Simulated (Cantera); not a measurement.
A closed system holds: 1 mol CH3F, 1.4 mol CH4, at 1575 K and 0.100 bar.

Equilibrium computed with Cantera from the NASA thermochemical tables; the gas is ideal and each condensed phase is pure. Candidate condensed phases: C, C6H6, C7H8, C8H18; 95 gas species. Equilibrium is a limit: real reactors are often held back by kinetics, nucleation or transport.

Task: What is the equilibrium state?

Result: 
```
Property                Result
-------------------  ---------
x(H2)                    0.791
x(HF)                    0.208
x(H)                  0.000117
x(CH4)                0.000114
x(C2H2 (acetylene))    1.67e-5
n(C(graphite))        2.40 mol
gas amount           4.800 mol
```
